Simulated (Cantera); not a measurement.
Input: 1 mol CCl4, 1.3 mol H2, at 13300 Pa.

Method: chemical equilibrium by Gibbs-energy minimisation in Cantera with the NASA 1993 tables (ideal gas, pure condensed phases). Candidate condensed phases: C, C6H6, C7H8, C8H18; 91 gas species. The numbers say what is thermodynamically allowed, not how fast it happens.

Problem. At 1498 K, list the 3 most abundant gas species with their mole fractions, and the condensed phases.

Solution. HCl 0.762, Cl2 0.172, Cl 0.0655. Condensed: C(graphite).
